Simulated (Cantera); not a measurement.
A freely propagating, adiabatic, planar premixed flame of 17.8 % H2, 17.5 % O2, 64.7 % N2, equivalence ratio 0.51, unburnt at 650 K and 0.960 bar; unity-Lewis-number transport, grid criteria slope 0.08 and curve 0.16, no radiation.

Computed with Cantera and the H2/O2 subset of GRI-Mech 3.0, which has no nitrogen chemistry. Unity Lewis numbers drop preferential diffusion, which matters most where H2 and H carry the flame. Burning velocities carry a grid error of a few per cent, more on coarse grids. Lean hydrogen flames are cellular in practice and burn faster than this planar one.

x: mole fraction of selected species; z is measured from the peak of heat release.

```csv
z (mm),T (K),u (m/s),x H2,x O2,x O,x H,x OH,x HO2
-0.965,650,3.57,0.178,0.175,<1e-8,<1e-8,<1e-8,1.51e-8
-0.644,650,3.57,0.178,0.175,<1e-8,<1e-8,<1e-8,2.40e-7
-0.483,650,3.57,0.178,0.175,<1e-8,<1e-8,<1e-8,1.55e-6
-0.322,653,3.59,0.178,0.174,3.84e-7,1.33e-7,3.27e-8,1.68e-5
-0.161,…,3.98,0.169,0.170,5.65e-5,0.000192,6.57e-5,0.000196
-0.0804,…,5.10,0.136,0.155,0.000913,0.00430,0.000760,0.000158
0,…,6.66,0.0657,0.123,0.00636,0.0198,0.00428,9.11e-5
0.0804,1475,7.66,0.0231,0.0994,0.0124,0.0233,0.00851,5.95e-5
0.161,1591,8.19,0.0130,0.0931,0.0130,0.0176,0.0101,4.58e-5
0.322,1712,8.73,0.00885,0.0913,0.0100,0.00992,0.0107,3.31e-5
0.644,1816,9.18,0.00558,0.0911,0.00622,0.00437,0.00993,2.13e-5
1.29,1889,9.50,0.00288,0.0916,0.00316,0.00148,0.00788,1.16e-5
2.57,1933,9.69,0.00122,0.0923,0.00133,0.000390,0.00544,5.51e-6
```

Question: Some entries are withheld; supply them.

Answer: 
- -0.161, T (K): 728
- -0.0804, T (K): 947
- 0, T (K): 1262
